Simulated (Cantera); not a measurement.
Feed: 1 mol CF4, 0.74 mol H2, equilibrated at 44000 Pa.

Method: chemical equilibrium by Gibbs-energy minimisation in Cantera with the NASA 1993 tables (ideal gas, pure condensed phases). Candidate condensed phases: C, C6H6, C7H8, C8H18; 95 gas species. The tables' values for C2F4 are old estimates; treat these amounts as uncertain. Gases not in the tables: C2F6 and larger saturated fluorocarbons. The numbers say what is thermodynamically allowed, not how fast it happens.

x: gas mole fraction; n: condensed amount in mol.

```tsv
T (°C)	x HF	x F	x CF4	x CF2	x CF	x CF3	x C3	n C(graphite)
902	0.701	2.42e-9	0.299	6.98e-8	<1e-12	1.00e-7	<1e-12	0.370
1102	0.701	2.69e-7	0.299	4.58e-6	1.29e-11	2.97e-6	<1e-12	0.370
1302	0.701	9.04e-6	0.298	0.000102	2.83e-9	3.69e-5	<1e-12	0.370
1502	0.701	0.000138	0.298	0.00112	1.82e-7	0.000258	<1e-12	0.369
1702	0.698	0.00121	0.292	0.00737	4.95e-6	0.00119	…	0.362
1902	0.685	0.00699	0.271	0.0330	7.16e-5	0.00396	…	0.336
2102	0.648	0.0288	0.210	0.104	0.000625	0.00927	…	0.262
2302	0.577	0.0845	0.106	0.215	0.00345	0.0134	…	0.133
2502	0.507	0.175	0.0271	0.269	0.0122	0.0101	…	0.0704
2702	0.460	0.274	0.00401	0.226	0.0301	0.00460	…	0.144
2902	0.423	0.358	0.000462	0.151	0.0583	0.00159	…	0.212
```

### Question
Some entries are withheld; supply them.

### Answer

- 1702, x C3: 3.38e-11
- 1902, x C3: 3.29e-9
- 2102, x C3: 1.45e-7
- 2302, x C3: 3.50e-6
- 2502, x C3: 5.26e-5
- 2702, x C3: 0.000542
- 2902, x C3: 0.00412
